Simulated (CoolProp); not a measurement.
Vapour-liquid equilibrium of R1234yf (1) + R134a (2) at 176.2 K; x and y are mole fractions of (1).

Values from CoolProp's multi-fluid Helmholtz-energy mixture model, Lemmon 2022 and Tillner-Roth 1994; pair parameters Bell 2022.

```csv
x,"bubble pressure, mixture model (MPa)","bubble pressure, Raoult's law (MPa)","y, mixture model","y, Raoult's law"
0.05,…,0.0007963,0.121,0.081
0.2,0.0009810,0.0008740,0.358,0.295
0.35,0.001085,0.0009517,…,0.474
0.5,…,0.001029,…,0.626
0.65,…,0.001107,0.728,0.756
0.8,0.001259,0.001185,…,0.870
0.95,…,0.001262,0.954,0.969
```

Q: Complete the blanks.

A: 
- 0.05, bubble pressure, mixture model (MPa): 0.0008336
- 0.35, y, mixture model: 0.509
- 0.5, bubble pressure, mixture model (MPa): 0.001161
- 0.5, y, mixture model: 0.624
- 0.65, bubble pressure, mixture model (MPa): 0.001218
- 0.8, y, mixture model: 0.833
- 0.95, bubble pressure, mixture model (MPa): 0.001284

The largest gap from Raoult's law is +14.0 % in bubble pressure, at x = 0.35. No azeotrope shows between x = 0.05 and 0.95.

The pair parameters rest on a limited set of measurements; away from them the model extrapolates.
